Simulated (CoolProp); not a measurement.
A single-stage vapour-compression cycle with the fluid: evaporating at 215.15 K (dew point), condensing at 283.15 K (bubble point), superheat 2 K, subcooling 8 K, compressor efficiency 0.8, no pressure losses. The same conditions are run with several fluids, on thermodynamics alone (safety and materials aside).

Computed with CoolProp (reference Helmholtz-energy equation of state of each fluid (propylene: Lemmon 2013; R227EA: Lemmon 2016; CH2F2 (R32): Tillner-Roth 1997; R407C: Lemmon 2003; R152A: Outcalt 1996; isobutane: Bücker 2006)). Blends and air are pseudo-pure fits.

```tsv
fluid	cooling COP	pressure ratio	discharge temperature (K)	refrigerating effect (kJ/kg)	volumetric capacity (kJ/m³)
propylene	…	…	…	…	…
R227EA	1.85	25.7	288.0	86.1	…
CH2F2 (R32)	1.92	15.3	402.9	291	629
R407C	1.75	24.8	352.1	176	267
R152A	…	21.9	352.4	263	165
isobutane	2.04	21.0	311.2	276	94.1
```

Problem. Complete the blanks.

Solution. 
- propylene, cooling COP: 2.00
- propylene, pressure ratio: 12.6
- propylene, discharge temperature (K): 334.7
- propylene, refrigerating effect (kJ/kg): 315
- propylene, volumetric capacity (kJ/m³): 464
- R227EA, volumetric capacity (kJ/m³): 89.2
- R152A, cooling COP: 2.05
